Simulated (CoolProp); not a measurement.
200 sccm (0 °C, 1 atm) of nitrogen bubbles through liquid the fluoroketone C6F12O (FK-5-1-12) at 284.9 K and leaves saturated at a total pressure of 0.0943 MPa (ideal gas phase). Each further row changes one setting.

Computed with CoolProp (reference Helmholtz-energy equation of state, McLinden 2015).

```
case                      vapour pressure (kPa)  mole fraction of vapour  delivery (mg/min)  delivery (sccm)  change of delivery for a bath 1 K warmer (%)
------------------------  ---------------------  -----------------------  -----------------  ---------------  --------------------------------------------
as stated                                  22.4                    0.237                [?]             62.2                                           [?]
bath temperature 289.9 K                   28.2                      [?]               1200              [?]                                           [?]
total pressure 0.189 MPa                   22.4                    0.118                379              [?]                                           [?]
```

Task: Some entries are withheld; supply them.

Result: 
- as stated, delivery (mg/min): 878
- as stated, change of delivery for a bath 1 K warmer (%): 6.4
- bath temperature 289.9 K, mole fraction of vapour: 0.299
- bath temperature 289.9 K, delivery (sccm): 85.3
- bath temperature 289.9 K, change of delivery for a bath 1 K warmer (%): 6.7
- total pressure 0.189 MPa, delivery (sccm): 26.9
- total pressure 0.189 MPa, change of delivery for a bath 1 K warmer (%): 5.5
